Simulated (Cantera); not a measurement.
A closed system holds: 1 mol Si₂H₆, a varied amount of H₂O, at 1550 K and 133 Pa.

Method: chemical equilibrium by Gibbs-energy minimisation in Cantera with the NASA 1993 tables (ideal gas, pure condensed phases). Candidate condensed phases: H₂O, Si, SiO₂; 18 gas species. The feed counts by its element totals alone. The tables hold silica as quartz up to 1696 K and as liquid above; real silica turns to tridymite and cristobalite and melts near 1996 K. Rates play no part.

x: gas mole fraction; n: condensed amount in mol.

| n(H₂O) (mol) | x H₂ | x H₂O | x SiO | x H | x OH | n SiO₂(β-quartz) |
|---|---|---|---|---|---|---|
| 3.2 | 0.885 | 4.03e-5 | 0.114 | 0.000811 | … | 1.20 |
| 4.2 | 0.971 | 0.0279 | 0.000181 | 0.000850 | … | 2.00 |
| 5.5 | 0.823 | 0.176 | 2.43e-5 | 0.000782 | … | 2.00 |
| 7.2 | 0.686 | 0.314 | 1.14e-5 | 0.000714 | … | 2.00 |
| 9.4 | 0.564 | 0.435 | 6.74e-6 | 0.000648 | … | 2.00 |
| 12 | 0.466 | 0.533 | 4.55e-6 | 0.000589 | … | 2.00 |
| 16 | 0.368 | 0.631 | 3.03e-6 | 0.000523 | … | 2.00 |
| 21 | 0.291 | 0.708 | 2.14e-6 | 0.000466 | … | 2.00 |
| 28 | 0.226 | 0.774 | 1.52e-6 | 0.000410 | … | 2.00 |

What belongs in the gaps?


- 3.2, x OH: 1.24e-9
- 4.2, x OH: 8.22e-7
- 5.5, x OH: 5.64e-6
- 7.2, x OH: 1.10e-5
- 9.4, x OH: 1.68e-5
- 12, x OH: 2.26e-5
- 16, x OH: 3.02e-5
- 21, x OH: 3.80e-5
- 28, x OH: 4.73e-5
